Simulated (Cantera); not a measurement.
Premixed flame

A freely propagating, adiabatic, planar premixed flame of CO : H₂ : O₂ : N₂ = 1 : 0.061 : 0.78 : 2.93 (molar parts), equivalence ratio 0.68, unburnt at 450 K and 11000 Pa; mixture-averaged transport, grid criteria slope 0.08 and curve 0.16, no radiation.

Model: GRI-Mech 3.0 (53 species, 325 reactions), integrated in Cantera. Burning velocities carry a grid error of a few per cent, more on coarse grids.

```csv
z (mm),T (K),u (m/s),x CO,x H₂,x O₂,x H,x HO₂,x NO
-42.0,450,0.632,0.210,0.0128,0.163,<1e-8,<1e-8,<1e-8
-28.0,450,0.632,0.210,0.0128,0.163,<1e-8,<1e-8,<1e-8
-21.0,450,0.632,0.210,0.0128,0.163,<1e-8,<1e-8,<1e-8
-14.0,450,0.632,0.210,0.0127,0.163,<1e-8,3.07e-8,<1e-8
-7.00,453,0.636,0.210,0.0121,0.164,1.41e-7,1.14e-5,<1e-8
-3.50,574,0.802,0.203,0.0102,0.160,0.000299,4.81e-5,2.35e-8
0,975,1.34,0.163,0.00391,0.137,0.00560,1.00e-5,8.12e-7
3.50,1262,1.70,0.105,0.000739,0.100,0.0106,3.63e-6,5.18e-6
7.00,1412,1.88,0.0753,0.000704,0.0838,0.0113,2.27e-6,1.18e-5
14.0,1559,2.05,0.0613,0.000809,0.0782,0.00874,1.63e-6,2.26e-5
28.0,1696,2.21,0.0544,0.000782,0.0770,0.00525,1.19e-6,3.53e-5
56.0,1819,2.35,0.0458,0.000645,0.0748,0.00290,8.17e-7,5.45e-5
112,1926,2.46,0.0363,0.000484,0.0719,0.00152,5.38e-7,0.000102
```
x: mole fraction of selected species; z is measured from the peak of heat release.

```json
{
 "laminar_burning_velocity": "63.2 cm/s",
 "thermal_thickness": "14.0 mm",
 "peak x(H)": "0.0114",
 "peak x(HO₂)": "6.53e-5",
 "grid_points": "144"
}
```
